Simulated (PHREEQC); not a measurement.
0.88 g of hydrous ferric oxide (600 m²/g; 0.2 weak and 0.005 strong sites per Fe, Dzombak-Morel constants, diffuse double layer) in 1 kg of water with 0.1 mol/kgw of an inert sodium salt, at 25 °C; the pH is set by adding NaOH or the inert anion's acid. Oxygen is held at 0.21 atm. No CO2 enters from the air. No solid was allowed to form.

Base run: PHREEQC, ion-association model, wateq4f.dat. Each further column changes one thing. The table gives surface charge σ (C/m²).

```
pH      base  background salt from 0.1 to 0.01 mol/kgw  oxide from 0.88 to 4.4 g/kgw  0.0092 mol/kgw ZnCl2 added
----  ------  ----------------------------------------  ----------------------------  --------------------------
4      0.321                                     0.219                         0.322                       0.329
4.75   0.244                                     0.137                         0.246                       0.258
5.5    0.159                                     0.077                         0.160                       0.179
5.88   0.122                                     0.056                         0.122                       0.159
6.62   0.066                                     0.027                         0.066                       0.175
7.38   0.027                                     0.010                         0.027                       0.189
8.12   0.000                                     0.000                         0.000                       0.187
8.5   -0.014                                    -0.005                        -0.014                       0.174
9.25  -0.046                                    -0.018                        -0.046                       0.106
10    -0.094                                    -0.041                        -0.094                       0.044
```

 In at least one series the solution becomes supersaturated in solids that the run did not let form, among them Zn(OH)2-e, Zn5(OH)8Cl2.
